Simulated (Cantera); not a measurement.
Input: 1 mol Cr, 0.094 mol H₂O, 4.9 mol H₂, equilibrated at 948 K and 0.0300 bar.

Cantera equilibrium calculation (NASA polynomials, part measured and part estimated; ideal gas, pure solids and liquids). Candidate condensed phases: Cr, Cr₂O₃, H₂O; 13 gas species. Rates play no part.

Base state: H₂ 1.000 (mole fractions); condensed: Cr(s) + Cr₂O₃(s).

Question: What changes in the equilibrium state with this change: temperature from 948 K to 2750 K?

Answer: 
| species | before | after |
|---|---|---|
| H₂ | 1.000 | 0.553 |
| H | 3.03e-9 | 0.294 |
| Cr | <1e-9 | 0.139 |
| CrO | <1e-9 | 0.00272 |
| OH | <1e-9 | 0.00127 |
| O | <1e-9 | 0.000427 |
| CrO₂ | <1e-9 | 1.33e-5 |
| H₂O | 3.57e-6 | 0.00891 |
| Cr(s), mol | 0.937 | 0 |
| Cr₂O₃(s), mol | 0.0313 | 0 |
